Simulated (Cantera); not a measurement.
A perfectly stirred reactor is fed with CH₃OH : O₂ : N₂ = 1 : 3.66 : 13.8 (molar parts), equivalence ratio 0.41, at 130000 Pa; it is adiabatic with a 650 K inlet, and is followed from long to short residence time, starting on the burning branch (τ in s: 0.029, 0.014, 0.0066, 0.0032, 0.0015, 0.00073, 0.00035, 0.00017, 8.1e-05, 3.9e-05).

Detailed kinetics in Cantera: GRI-Mech 3.0 (53 species, 325 reactions). GRI-Mech 3.0 was tuned for natural gas; its chemistry of methanol as a main component is partial and can be far from experiment.

### Question
Predict: blow-out, bracketed by the residence times tried; x(CH₃OH) at τ = 29.0 ms; x(O₂) at τ = 29.0 ms; x(N₂O) at τ = 29.0 ms; x(HCO) at τ = 29.0 ms; x(CH₃OH) at τ = 0.730 ms; x(O₂) at τ = 0.730 ms.

### Answer
| Property | Result |
|---|---|
| blow-out, bracketed by the residence times tried | burning at 1.50 ms, out at 0.730 ms |
| x(CH₃OH) at τ = 29.0 ms | 1.23e-5 |
| x(O₂) at τ = 29.0 ms | 0.114 |
| x(N₂O) at τ = 29.0 ms | 9.36e-7 |
| x(HCO) at τ = 29.0 ms | 7.58e-8 |
| x(CH₃OH) at τ = 0.730 ms | 0.0542 |
| x(O₂) at τ = 0.730 ms | 0.198 |
